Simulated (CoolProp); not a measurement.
A Linde-Hampson liquefier for dry air: isothermal reversible compression at 280 K from 1 atm to 25 MPa, throttling to 1 atm, return gas leaving the recuperator 2 K below the feed. Each further row changes one setting.

The numbers come from the reference Helmholtz-energy equation of state, Lemmon 2000 in CoolProp. It is a pseudo-pure fit of the blend.

```tsv
case	liquid yield per pass	compression work (kJ/kg of gas)
as stated	?	440
high pressure 50 MPa	?	?
warm-end temperature 310 K	?	491
warm-end gap 7 K	?	440
```

**Question.** What belongs in the gaps?

**Answer.** 
- as stated, liquid yield per pass: 0.108
- high pressure 50 MPa, liquid yield per pass: 0.123
- high pressure 50 MPa, compression work (kJ/kg of gas): 504
- warm-end temperature 310 K, liquid yield per pass: 0.079
- warm-end gap 7 K, liquid yield per pass: 0.097
